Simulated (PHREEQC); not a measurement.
A column of 1 m (30 cells, dispersivity 0.08 m, 3600 s a shift, diffusion coefficient 3e-10 m²/s) holds 0.22 eq of the database's cation exchanger X per kg of pore water, first in equilibrium with 0.019 mol/kgw Na2SO4, 0.0035 mol/kgw KBr and 1e-05 mol/kgw HCl. It is flushed with 0.0024 mol ZnCl2, 0.029 mol CaCl2, 0.089 mol MgCl2 and 1e-05 mol HCl per kg of water, at 40 °C. Values are for the last cell. The system is closed to CO2. Nothing may precipitate in this run.

Model: ion-association model, phreeqc.dat, run in PHREEQC.

```json
[
 {"pore volumes": "0", "Mg in solution (mol/kgw)": "0", "Ca in solution (mol/kgw)": "0", "Zn in solution (mol/kgw)": "0"},
 {"pore volumes": "0.15", "Mg in solution (mol/kgw)": "0", "Ca in solution (mol/kgw)": "0", "Zn in solution (mol/kgw)": "0"},
 {"pore volumes": "0.2833", "Mg in solution (mol/kgw)": "0", "Ca in solution (mol/kgw)": "0", "Zn in solution (mol/kgw)": "0"},
 {"pore volumes": "0.55", "Mg in solution (mol/kgw)": "0", "Ca in solution (mol/kgw)": "0", "Zn in solution (mol/kgw)": "0"},
 {"pore volumes": "0.6833", "Mg in solution (mol/kgw)": "0", "Ca in solution (mol/kgw)": "0", "Zn in solution (mol/kgw)": "0"},
 {"pore volumes": "0.8167", "Mg in solution (mol/kgw)": "1.39e-12", "Ca in solution (mol/kgw)": "0", "Zn in solution (mol/kgw)": "0"},
 {"pore volumes": "0.95", "Mg in solution (mol/kgw)": "7.83e-9", "Ca in solution (mol/kgw)": "2.08e-12", "Zn in solution (mol/kgw)": "2.52e-11"},
 {"pore volumes": "1.083", "Mg in solution (mol/kgw)": "3.79e-6", "Ca in solution (mol/kgw)": "6.64e-9", "Zn in solution (mol/kgw)": "3.10e-8"},
 {"pore volumes": "1.35", "Mg in solution (mol/kgw)": "0.00599", "Ca in solution (mol/kgw)": "0.000202", "Zn in solution (mol/kgw)": "0.000125"},
 {"pore volumes": "1.483", "Mg in solution (mol/kgw)": "0.0223", "Ca in solution (mol/kgw)": "0.00169", "Zn in solution (mol/kgw)": "0.000532"},
 {"pore volumes": "1.617", "Mg in solution (mol/kgw)": "0.0390", "Ca in solution (mol/kgw)": "0.00454", "Zn in solution (mol/kgw)": "0.000981"},
 {"pore volumes": "1.75", "Mg in solution (mol/kgw)": "0.0522", "Ca in solution (mol/kgw)": "0.00782", "Zn in solution (mol/kgw)": "0.00135"},
 {"pore volumes": "1.883", "Mg in solution (mol/kgw)": "0.0619", "Ca in solution (mol/kgw)": "0.0110", "Zn in solution (mol/kgw)": "0.00162"},
 {"pore volumes": "2.15", "Mg in solution (mol/kgw)": "0.0742", "Ca in solution (mol/kgw)": "0.0163", "Zn in solution (mol/kgw)": "0.00197"},
 {"pore volumes": "2.283", "Mg in solution (mol/kgw)": "0.0779", "Ca in solution (mol/kgw)": "0.0183", "Zn in solution (mol/kgw)": "0.00208"},
 {"pore volumes": "2.417", "Mg in solution (mol/kgw)": "0.0807", "Ca in solution (mol/kgw)": "0.0201", "Zn in solution (mol/kgw)": "0.00215"},
 {"pore volumes": "2.55", "Mg in solution (mol/kgw)": "0.0827", "Ca in solution (mol/kgw)": "0.0215", "Zn in solution (mol/kgw)": "0.00221"},
 {"pore volumes": "2.683", "Mg in solution (mol/kgw)": "0.0842", "Ca in solution (mol/kgw)": "0.0227", "Zn in solution (mol/kgw)": "0.00226"},
 {"pore volumes": "2.95", "Mg in solution (mol/kgw)": "0.0862", "Ca in solution (mol/kgw)": "0.0246", "Zn in solution (mol/kgw)": "0.00231"},
 {"pore volumes": "3.083", "Mg in solution (mol/kgw)": "0.0868", "Ca in solution (mol/kgw)": "0.0253", "Zn in solution (mol/kgw)": "0.00233"},
 {"pore volumes": "3.217", "Mg in solution (mol/kgw)": "0.0873", "Ca in solution (mol/kgw)": "0.0259", "Zn in solution (mol/kgw)": "0.00235"},
 {"pore volumes": "3.35", "Mg in solution (mol/kgw)": "0.0876", "Ca in solution (mol/kgw)": "0.0264", "Zn in solution (mol/kgw)": "0.00236"},
 {"pore volumes": "3.483", "Mg in solution (mol/kgw)": "0.0879", "Ca in solution (mol/kgw)": "0.0268", "Zn in solution (mol/kgw)": "0.00237"},
 {"pore volumes": "3.75", "Mg in solution (mol/kgw)": "0.0883", "Ca in solution (mol/kgw)": "0.0275", "Zn in solution (mol/kgw)": "0.00238"},
 {"pore volumes": "3.883", "Mg in solution (mol/kgw)": "0.0885", "Ca in solution (mol/kgw)": "0.0277", "Zn in solution (mol/kgw)": "0.00238"},
 {"pore volumes": "4.017", "Mg in solution (mol/kgw)": "0.0886", "Ca in solution (mol/kgw)": "0.0279", "Zn in solution (mol/kgw)": "0.00239"}
]
```

Away from 25 °C the constants follow the database's enthalpies or fits; those with neither stay at their 25 °C values.
